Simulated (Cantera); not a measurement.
Input: 1 mol BN, 0.32 mol H2O, 5.5 mol H2, held at 1175 K and 26000 Pa.

Method: chemical equilibrium by Gibbs-energy minimisation in Cantera with the NASA 1993 tables (ideal gas, pure condensed phases). Candidate condensed phases: B, BN, B2O3, B3O3H3, H2O; 39 gas species. Mutual solubility and eutectic melting of coexisting phases are not modelled. Gases not in the tables: H3BO3. Rates play no part.

Base state: H2 0.981, N2 0.0175, H2O 0.00147, HBO2 4.34e-5 (mole fractions); condensed: BN(s) + B2O3(l).

### Question
What changes in the equilibrium state with this change: H2O from 0.32 to 0.14 mol?

### Answer
```tsv
species	before	after
H2	0.981	0.991
N2	0.0175	0.00782
H2O	0.00147	0.00113
HBO2	4.34e-5	3.81e-5
BN(s), mol	0.793	0.911
B2O3(l), mol	0.104	0.0444
```
